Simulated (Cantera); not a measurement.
A closed system holds: 1 mol Si, 0.65 mol NF₃, 1.5 mol H₂, equilibrated at 825 K and 0.470 bar.

Method: chemical equilibrium by Gibbs-energy minimisation in Cantera with the NASA 1993 tables (ideal gas, pure condensed phases). Candidate condensed phases: Si, Si₃N₄; 37 gas species. The tables' values for SiF₃ are old estimates; treat these amounts as uncertain. Rates play no part.

Q: What is the equilibrium state?

A: 
```
Quantity          Value
-----------  ----------
x(H₂)             0.748
x(SiF₄)           0.231
x(SiHF₃)         0.0202
x(SiH₂F₂)       0.00103
x(SiH₃F)        1.08e-5
x(SiF₃)         1.06e-5
n(Si(s))     0.0140 mol
n(Si₃N₄(s))   0.163 mol
gas amount    1.976 mol
```
